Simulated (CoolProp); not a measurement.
Tetrahydrofuran along the isobar 37.1 bar: density (kg/m³) from the reference equation and from simpler models built on Tc = 267.0 °C, pc = 53.04 bar, ω = 0.234; each cubic takes its own stable root.

Computed with CoolProp (reference Helmholtz-energy equation of state, Fiedler 2023).

| T (°C) | phase | reference |
|---|---|---|
| -52.85 | liquid | 967.2 |
| -35.35 | liquid | 948.9 |
| -17.85 | liquid | 930.7 |
| -0.45 | liquid | 912.3 |
| 17.05 | liquid | 893.7 |
| 34.55 | liquid | 874.8 |
| 51.95 | liquid | 855.6 |
| 69.45 | liquid | 836.0 |
| 86.85 | liquid | 815.9 |
| 104.35 | liquid | 795.0 |
| 121.85 | liquid | 773.3 |
| 139.25 | liquid | 750.6 |
| 156.75 | liquid | 726.4 |
| 174.25 | liquid | 700.3 |
| 191.65 | liquid | 671.5 |

Problem. How far does each simpler model (van der Waals, Redlich-Kwong, Soave-Redlich-Kwong) lie from the reference over these 15 states: mean and median of the absolute difference, and the worst?

Solution. 
- van der Waals: mean 38.0 %, median 37.9 %, worst -39.1 % at -52.85 °C and 37.1 bar
- Redlich-Kwong: mean 10.3 %, median 9.6 %, worst -14.7 % at 191.65 °C and 37.1 bar
- Soave-Redlich-Kwong: mean 7.8 %, median 7.4 %, worst -10.9 % at 191.65 °C and 37.1 bar
